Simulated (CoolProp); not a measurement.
The fluid at 248.6 K and 0.0496 MPa expands adiabatically to 0.00852 MPa with isentropic efficiency 0.8. The same conditions are run with several fluids, on thermodynamics alone (safety and materials aside).

Model: reference Helmholtz-energy equation of state of each fluid (R227EA: Lemmon 2016; oxygen: Schmidt 1985; R143a: Lemmon and Jacobsen 2000; CF4 (R14): Platzer 1990; R115: Lemmon 2016), in CoolProp. The equations of Platzer and Polt are older, rougher fits.

```
fluid      work (kJ/kg)  final temperature (K)  final density (kg/m³)
---------  ------------  ---------------------  ---------------------
R227EA             15.8                  224.3                  0.782
oxygen             71.5                  170.0                  0.193
R143a               [?]                  207.8                    [?]
CF4 (R14)          28.7                    [?]                  0.455
R115               17.3                  219.9                  0.723
```

Task: Fill in the missing entries.

Result: 
- R143a, work (kJ/kg): 30.7
- R143a, final density (kg/m³): 0.417
- CF4 (R14), final temperature (K): 198.4
